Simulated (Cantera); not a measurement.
Charge: 1 mol CaCO3, 0.63 mol C, 0.031 mol H2, 6.9 mol CO2, at 2000 K and 1.70 bar.

Cantera equilibrium calculation (NASA polynomials, part measured and part estimated; ideal gas, pure solids and liquids). Candidate condensed phases: C, C6H6, C7H8, C8H18, Ca, CaCO3, CaO, Ca(OH)2, H2O; 115 gas species. The numbers say what is thermodynamically allowed, not how fast it happens.

Base state: CO2 0.846, CO 0.151, H2O 0.00346, H2 0.000135, OH 3.72e-5, O2 3.24e-5, H 1.45e-5 (mole fractions); condensed: CaO(s).

Question: What changes in the equilibrium state with this change: temperature from 2000 K to 925 K?

Answer: 
```tsv
species	before	after
CO2	0.846	0.826
CO	0.151	0.170
H2O	0.00346	0.00290
H2	0.000135	0.00120
OH	3.72e-5	<1e-9
O2	3.24e-5	<1e-9
H	1.45e-5	<1e-9
CaO(s), mol	1.000	0
CaCO3(calcite), mol	0	1.00
```
